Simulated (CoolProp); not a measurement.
R125 along the isobar 20.1 MPa: fugacity coefficient from the reference equation and from simpler models built on Tc = 339.2 K, pc = 3.618 MPa, ω = 0.305; each cubic takes its own stable root.

Computed with CoolProp (reference Helmholtz-energy equation of state, Lemmon 2005).

```
T (K)          phase  reference
-----  -------------  ---------
197.7         liquid   0.002550
216.4         liquid   0.007332
235.2         liquid    0.01717
253.9         liquid    0.03412
272.7         liquid    0.06008
291.5         liquid    0.09587
310.2         liquid     0.1411
329           liquid     0.1952
347.7  supercritical     0.2557
366.5  supercritical     0.3212
385.3  supercritical     0.3887
404    supercritical     0.4558
422.8  supercritical     0.5211
```

**Question.** How far does each simpler model (van der Waals, Redlich-Kwong) lie from the reference over these 13 states: mean and median of the absolute difference, and the worst?

**Answer.** 
- van der Waals: mean 320.5 %, median 77.6 %, worst +1927.5 % at 197.7 K and 20.1 MPa
- Redlich-Kwong: mean 47.1 %, median 22.3 %, worst +183.8 % at 197.7 K and 20.1 MPa
